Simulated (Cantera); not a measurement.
Input (Python, Cantera) and output of one run.

```python
import numpy as np
import cantera as ct

gas_names = """
    CrO3 N2O NO
""".split()
cond_names = """
    Cr(cr) Cr(L)
""".split()


# ... load() reads the species with a 1 bar reference pressure and builds the phases ...
species = {s.name: s for s in load("nasa_gas.yaml", gas_names) + load("nasa_condensed.yaml", cond_names)}
# Each term lists the table entries of one substance; the one whose range holds T is used.
reactions = {
    'CrO3(g) + 3 N2O(g) = Cr + 6 NO(g)':
        [(-1, ['CrO3']), (-3, ['N2O']), (1, ['Cr(cr)', 'Cr(L)']), (6, ['NO'])],
}


def pick(names, T):
    return next(species[n] for n in names if species[n].thermo.min_temp <= T <= species[n].thermo.max_temp)


results = []
for label, terms in reactions.items():
    print(label)
    print("     T/K   dH/kJ  dS/(J/K)   dG/kJ   log10 K")
    for T in [300, 1423, 1523, 1623, 1723, 1823, 1923, 2023, 2123, 2223, 2323, 2423]:
        used = [(nu, pick(names, T)) for nu, names in terms]
        dH = sum(nu * s.thermo.h(T) for nu, s in used) / 1e6
        dS = sum(nu * s.thermo.s(T) for nu, s in used) / 1e3
        dG = dH - T * dS / 1e3
        logK = -dG * 1e6 / (ct.gas_constant * T * np.log(10))
        results.append((label, T, dH, dS, dG, logK, [s.name for _, s in used]))
        print(f"{T:8g} {dH:8.1f} {dS:8.1f} {dG:8.1f} {logK:8.2f}")
```

Result:

```
CrO3(g) + 3 N2O(g) = Cr + 6 NO(g)
     T/K   dH/kJ  dS/(J/K)   dG/kJ   log10 K
     300    595.7    362.1    487.1   -84.81
    1423    592.9    364.0     75.0    -2.75
    1523    592.6    363.8     38.6    -1.32
    1623    592.5    363.7      2.2    -0.07
    1723    592.5    363.7    -34.2     1.04
    1823    592.7    363.8    -70.5     2.02
    1923    593.1    364.1   -106.9     2.90
    2023    593.8    364.4   -143.4     3.70
    2123    594.6    364.8   -179.8     4.42
    2223    614.5    374.1   -217.2     5.10
    2323    613.9    373.8   -254.6     5.72
    2423    613.2    373.6   -291.9     6.29
```

Cantera with NASA thermochemical tables; ideal gases at 1 bar, condensed phases pure. Condensed species are held in their standard states even where they would react or evaporate.
